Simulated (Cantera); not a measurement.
An isothermal, constant-pressure homogeneous reactor starts with H₂ : O₂ = 0.08 : 1 (molar parts), at 975 K and 20.0 Torr.

Cantera simulation using the H2/O2 subset of GRI-Mech 3.0, which has no nitrogen chemistry; the numbers are that mechanism's predictions, not measurements. Radical loss at walls, strong at low pressure, is not modelled. The temperature is held fixed by assumption; the heat of reaction is taken as removed at once.

x: mole fraction; the columns are a selection and need not sum to one.

```csv
t (s),x H₂,x O₂,x H₂O,x H,x OH,x H₂O₂
0.000500,0.0741,0.926,2.02e-9,1.10e-9,5.15e-10,<1e-12
0.000861,0.0741,0.926,2.38e-8,1.12e-8,5.32e-9,<1e-12
0.00148,0.0741,0.926,1.28e-6,5.82e-7,2.78e-7,7.75e-12
0.00255,0.0726,0.925,0.00111,0.000504,0.000234,___
0.00439,0.00702,0.901,0.0591,0.0150,0.00298,___
0.00755,0.00134,0.915,0.0732,0.00252,0.00126,___
0.0130,0.000389,0.921,0.0760,0.000331,0.000534,___
0.0224,0.000126,0.922,0.0766,5.12e-5,0.000264,___
0.0385,4.39e-5,0.923,0.0768,9.21e-6,0.000146,___
0.0662,1.56e-5,0.923,0.0769,1.84e-6,8.54e-5,___
0.114,5.46e-6,0.923,0.0769,4.07e-7,5.20e-5,___
0.196,1.86e-6,0.923,0.0769,9.92e-8,3.28e-5,___
0.338,6.13e-7,0.923,0.0769,2.67e-8,2.13e-5,___
0.581,2.01e-7,0.923,0.0769,7.92e-9,1.42e-5,___
1.00,6.98e-8,0.923,0.0769,2.56e-9,9.78e-6,___
```

**Question.** Fill in the missing entries.

**Answer.** 
- 0.00255, x H₂O₂: 1.53e-8
- 0.00439, x H₂O₂: 6.29e-7
- 0.00755, x H₂O₂: 4.55e-7
- 0.0130, x H₂O₂: 3.39e-7
- 0.0224, x H₂O₂: 2.62e-7
- 0.0385, x H₂O₂: 2.00e-7
- 0.0662, x H₂O₂: 1.45e-7
- 0.114, x H₂O₂: 9.85e-8
- 0.196, x H₂O₂: 6.41e-8
- 0.338, x H₂O₂: 4.04e-8
- 0.581, x H₂O₂: 2.51e-8
- 1.00, x H₂O₂: 1.54e-8
